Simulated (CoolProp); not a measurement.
Vapour-liquid equilibrium of n-hexane (1) + hexamethyldisiloxane (MM) (2) at 0.0119 MPa; x and y are mole fractions of (1).

Model: multi-fluid Helmholtz-energy mixture model, Thol 2019 and Thol 2016; pair parameters Bell 2016, in CoolProp.

```json
[
 {"x": "0.05", "bubble temperature (K)": "312.0", "y at the bubble point": "0.133", "dew temperature at overall composition x (K)": "313.3", "liquid density (mol/L)": "4.683"},
 {"x": "0.125", "bubble temperature (K)": "309.2", "y at the bubble point": "0.295", "dew temperature at overall composition x (K)": "312.2", "liquid density (mol/L)": "4.855"},
 {"x": "0.2", "bubble temperature (K)": "306.7", "y at the bubble point": "0.425", "dew temperature at overall composition x (K)": "310.9", "liquid density (mol/L)": "5.034"},
 {"x": "0.275", "bubble temperature (K)": "304.4", "y at the bubble point": "0.533", "dew temperature at overall composition x (K)": "309.6", "liquid density (mol/L)": "5.222"},
 {"x": "0.35", "bubble temperature (K)": "302.2", "y at the bubble point": "0.625", "dew temperature at overall composition x (K)": "308.2", "liquid density (mol/L)": "5.420"},
 {"x": "0.425", "bubble temperature (K)": "300.1", "y at the bubble point": "0.703", "dew temperature at overall composition x (K)": "306.7", "liquid density (mol/L)": "5.630"},
 {"x": "0.5", "bubble temperature (K)": "298.1", "y at the bubble point": "0.770", "dew temperature at overall composition x (K)": "305.2", "liquid density (mol/L)": "5.851"},
 {"x": "0.575", "bubble temperature (K)": "296.1", "y at the bubble point": "0.827", "dew temperature at overall composition x (K)": "303.5", "liquid density (mol/L)": "6.086"},
 {"x": "0.65", "bubble temperature (K)": "294.2", "y at the bubble point": "0.874", "dew temperature at overall composition x (K)": "301.6", "liquid density (mol/L)": "6.335"},
 {"x": "0.725", "bubble temperature (K)": "292.3", "y at the bubble point": "0.914", "dew temperature at overall composition x (K)": "299.5", "liquid density (mol/L)": "6.599"},
 {"x": "0.8", "bubble temperature (K)": "290.6", "y at the bubble point": "0.946", "dew temperature at overall composition x (K)": "297.1", "liquid density (mol/L)": "6.879"},
 {"x": "0.875", "bubble temperature (K)": "289.0", "y at the bubble point": "0.971", "dew temperature at overall composition x (K)": "294.2", "liquid density (mol/L)": "7.178"},
 {"x": "0.95", "bubble temperature (K)": "287.5", "y at the bubble point": "0.990", "dew temperature at overall composition x (K)": "290.3", "liquid density (mol/L)": "7.496"}
]
```

No azeotrope shows between x = 0.05 and 0.95.

Pair parameters are fitted to limited data, so mixtures are less certain than the pure fluids.
